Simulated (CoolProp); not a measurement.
The fluid at 293.15 K and 0.302 MPa is throttled through a valve to 0.194 MPa with no heat exchange. The same conditions are run with several fluids, on thermodynamics alone (safety and materials aside).

Values from CoolProp's reference Helmholtz-energy equation of state of each fluid (propyne: Polt 1992; R410A: Lemmon 2003; C3F8 (R218): Lemmon 2006; hydrogen chloride: Thol 2018; hydrogen sulfide: Lemmon 2006). The equations of Platzer and Polt are older, rougher fits. Blends and air are pseudo-pure fits.

```csv
fluid,temperature change (K),final density (kg/m³)
propyne,-2.9,3.34
R410A,-2.3,5.99
C3F8 (R218),-1.6,15.8
hydrogen chloride,-1.8,2.96
hydrogen sulfide,-2.0,2.77
```
